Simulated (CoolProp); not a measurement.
Vapour-liquid equilibrium of R134a (1) + R141b (2) at 0.00462 MPa; x and y are mole fractions of (1).

Values from CoolProp's multi-fluid Helmholtz-energy mixture model, Tillner-Roth 1994 and Lemmon 2006; pair parameters Bell 2016.

| x | bubble temperature, mixture model (K) | bubble temperature, Raoult's law (K) | y, mixture model | y, Raoult's law |
|---|---|---|---|---|
| 0.05 | 224.2 | 230.2 | 0.656 | 0.475 |
| 0.2 | 208.3 | 216.3 | 0.916 | 0.842 |
| 0.35 | 202.9 | 209.2 | 0.955 | 0.928 |
| 0.5 | 200.4 | 204.7 | 0.969 | 0.963 |
| 0.65 | 199.0 | 201.3 | 0.977 | 0.981 |
| 0.8 | 197.8 | 198.7 | 0.984 | 0.992 |
| 0.95 | 196.5 | 196.6 | 0.995 | 0.998 |

The largest gap from Raoult's law is -8.0 K in bubble temperature, at x = 0.2. No azeotrope shows between x = 0.05 and 0.95.

Pair parameters are fitted to limited data, so mixtures are less certain than the pure fluids.
